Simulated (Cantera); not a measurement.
# Equilibrium for roasting and sulfation: Fe2O3 + O2 + H2O + SO3

Charge: 1 mol Fe2O3, 5.4 mol O2, 0.041 mol H2O, 0.47 mol SO3, held at 10.5 Torr.

Equilibrium computed with Cantera from the NASA thermochemical tables; the gas is ideal and each condensed phase is pure. Candidate condensed phases: Fe, FeO, Fe(OH)2, Fe(OH)3, FeS, FeSO4, FeS2, Fe2O3, Fe2(SO4)3, Fe3O4, H2O, H2SO4, S; 22 gas species. Kinetics and transport are ignored.

```json
[
 {"T (K)": "600", "x O2": "0.992", "x SO2": "1.20e-8", "x SO3": "6.84e-6", "x H2O": "0.00754", "x O": "<1e-12", "x OH": "<1e-12", "n Fe2O3(s)": "0.843", "n Fe2(SO4)3(s)": "0.157", "n Fe3O4(s)": "0"},
 {"T (K)": "750", "x O2": "0.978", "x SO2": "0.00119", "x SO3": "0.0129", "x H2O": "0.00742", "x O": "<1e-12", "x OH": "2.00e-10", "n Fe2O3(s)": "0.869", "n Fe2(SO4)3(s)": "0.131", "n Fe3O4(s)": "0"},
 {"T (K)": "900", "x O2": "0.915", "x SO2": "0.0443", "x SO3": "0.0335", "x H2O": "0.00678", "x O": "4.35e-11", "x OH": "1.43e-8", "n Fe2O3(s)": "1.00", "n Fe2(SO4)3(s)": "0", "n Fe3O4(s)": "0"},
 {"T (K)": "1050", "x O2": "0.917", "x SO2": "0.0687", "x SO3": "0.00804", "x H2O": "0.00670", "x O": "5.41e-9", "x OH": "3.17e-7", "n Fe2O3(s)": "1.00", "n Fe2(SO4)3(s)": "0", "n Fe3O4(s)": "0"},
 {"T (K)": "1200", "x O2": "0.917", "x SO2": "0.0744", "x SO3": "0.00217", "x H2O": "0.00668", "x O": "2.03e-7", "x OH": "3.25e-6", "n Fe2O3(s)": "1.00", "n Fe2(SO4)3(s)": "0", "n Fe3O4(s)": "0"},
 {"T (K)": "1350", "x O2": "0.917", "x SO2": "0.0757", "x SO3": "0.000753", "x H2O": "0.00666", "x O": "3.41e-6", "x OH": "1.99e-5", "n Fe2O3(s)": "1.00", "n Fe2(SO4)3(s)": "0", "n Fe3O4(s)": "0"},
 {"T (K)": "1500", "x O2": "0.917", "x SO2": "0.0762", "x SO3": "0.000322", "x H2O": "0.00663", "x O": "3.28e-5", "x OH": "8.46e-5", "n Fe2O3(s)": "1.00", "n Fe2(SO4)3(s)": "0", "n Fe3O4(s)": "0"},
 {"T (K)": "1650", "x O2": "0.919", "x SO2": "0.0743", "x SO3": "0.000157", "x H2O": "0.00636", "x O": "0.000210", "x OH": "0.000272", "n Fe2O3(s)": "0", "n Fe2(SO4)3(s)": "0", "n Fe3O4(s)": "0.667"},
 {"T (K)": "1800", "x O2": "0.918", "x SO2": "0.0743", "x SO3": "8.86e-5", "x H2O": "0.00613", "x O": "0.000985", "x OH": "0.000717", "n Fe2O3(s)": "0", "n Fe2(SO4)3(s)": "0", "n Fe3O4(s)": "0.667"}
]
```
x: gas mole fraction; n: condensed amount in mol.

From 600 K to 750 K the condensed part is Fe2O3(s) + Fe2(SO4)3(s). From 900 K to 1500 K the condensed part is Fe2O3(s). From 1650 K to 1800 K the condensed part is Fe3O4(s).
